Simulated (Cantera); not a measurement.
Charge: 1 mol BCl₃, 0.25 mol H₂O, 12 mol H₂, equilibrated at 1700 K and 2.18 Torr.

Cantera equilibrium calculation (NASA polynomials, part measured and part estimated; ideal gas, pure solids and liquids). Candidate condensed phases: B, B₂O₃, B₃O₃H₃, H₂O; 33 gas species. The tables' values for BCl, BOCl, BCl₂, BH₂ are old estimates; treat these amounts as uncertain. Gases not in the tables: BHCl₂. Rates play no part.

**Question.** What is the equilibrium state?

**Answer.** 
| Property | Result |
|---|---|
| x(H₂) | 0.771 |
| x(HCl) | 0.199 |
| x(HBO) | 0.0119 |
| x(BCl) | 0.00852 |
| x(BOCl) | 0.00347 |
| x(H) | 0.00240 |
| x(B₂O₂) | 0.000856 |
| x(BCl₂) | 0.000757 |
| x(BO) | 0.000744 |
| n(B(s)) | 0.610 mol |
| gas amount | 13.95 mol |
| log10 activity of B₃O₃H₃(s) (absent) | -14.65 |
